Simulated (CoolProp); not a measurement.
Benzene at 560.93 K and 3.88 MPa is throttled through a valve to 0.183 MPa with no heat exchange. Each further row changes one setting.

Values from CoolProp's reference Helmholtz-energy equation of state, Thol 2012.

```csv
case,temperature change (K),final density (kg/m³)
as stated,(withheld),3.36
outlet pressure 0.0549 MPa,(withheld),(withheld)
outlet pressure 0.238 MPa,-40.2,4.39
```

Problem. What belongs in the gaps?

Solution. 
- as stated, temperature change (K): -40.7
- outlet pressure 0.0549 MPa, temperature change (K): -41.9
- outlet pressure 0.0549 MPa, final density (kg/m³): 0.999
